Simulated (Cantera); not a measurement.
Standard-state values (1 bar) from the NASA 1993 polynomials, evaluated with Cantera. Values are per mole of reaction as written; species without (g) are pure solids or liquids, kept so even where they would boil at 1 bar.

Task: Between 900 and 1025 K, where is each reaction favourable under standard conditions?
- 6 H(g) + 3 O(g) + Fe2O3 ⇌ 2 Fe(OH)3

Result: 
- 6 H(g) + 3 O(g) + Fe2O3 ⇌ 2 Fe(OH)3: ΔG° is -1924 kJ at 900 K and -1784 kJ at 1025 K; it stays negative (K > 1). ΔH° is -2930 kJ and ΔS° -1118 J/K at 1025 K.
